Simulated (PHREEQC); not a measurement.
0.016 g of hydrous ferric oxide (600 m²/g; 0.2 weak and 0.005 strong sites per Fe, Dzombak-Morel constants, diffuse double layer) in 1 kg of water with 0.001 mol/kgw of an inert sodium salt and 1.2e-07 mol/kgw PbCl2 and 1.3e-07 mol/kgw MgCl2, at 25 °C; the pH is set by adding NaOH or the inert anion's acid. O2 is buffered at 0.21 atm. No CO2 enters from the air. No solid was allowed to form.

Base run: PHREEQC, ion-association model, wateq4f.dat. Each further column changes one thing. The table gives Mg sorbed (%).

| pH | base | no electrostatic term (-no_edl) | background salt from 0.001 to 0.0001 mol/kgw | oxide from 0.016 to 0.08 g/kgw |
|---|---|---|---|---|
| 4 | 0.0 | 0.0 | 0.0 | 0.0 |
| 5 | 0.0 | 0.0 | 0.0 | 0.0 |
| 5.5 | 0.0 | 0.0 | 0.0 | 0.0 |
| 6.5 | 0.0 | 0.0 | 0.0 | 0.0 |
| 7 | 0.0 | 0.3 | 0.1 | 0.2 |
| 8 | 4.4 | 5.6 | 4.8 | 19.0 |
| 9 | 81.1 | 26.2 | 83.0 | 95.7 |
| 9.5 | 97.6 | 34.1 | 97.9 | 99.5 |
| 10.5 | 100.0 | 36.6 | 100.0 | 100.0 |
| 11 | 100.0 | 32.3 | 100.0 | 100.0 |
| 12 | 100.0 | 12.1 | 100.0 | 100.0 |
